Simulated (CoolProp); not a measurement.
The fluid at 291.73 K and 0.927 MPa expands adiabatically to 0.118 MPa with isentropic efficiency 0.8. The same conditions are run with several fluids, on thermodynamics alone (safety and materials aside).

Model: reference Helmholtz-energy equation of state of each fluid (CH2F2 (R32): Tillner-Roth 1997; hydrogen chloride: Thol 2018; oxygen: Schmidt 1985; sulfur hexafluoride: Guder 2009), in CoolProp.

Problem. Rank CH2F2 (R32), hydrogen chloride, oxygen, sulfur hexafluoride by work (kJ/kg), highest first.

Solution. oxygen (93.7), hydrogen chloride (79.9), CH2F2 (R32) (57.7), sulfur hexafluoride (23.0)

```json
[
 {"fluid": "CH2F2 (R32)", "final temperature (K)": "224.5", "final phase": "two-phase, vapour fraction 0.941", "final density (kg/m³)": "3.66"},
 {"fluid": "hydrogen chloride", "final temperature (K)": "190.9", "final phase": "two-phase, vapour fraction 0.983", "final density (kg/m³)": "2.85"},
 {"fluid": "oxygen", "final temperature (K)": "187.1", "final phase": "gas", "final density (kg/m³)": "2.44"},
 {"fluid": "sulfur hexafluoride", "final temperature (K)": "245.0", "final phase": "gas", "final density (kg/m³)": "8.68"}
]
```
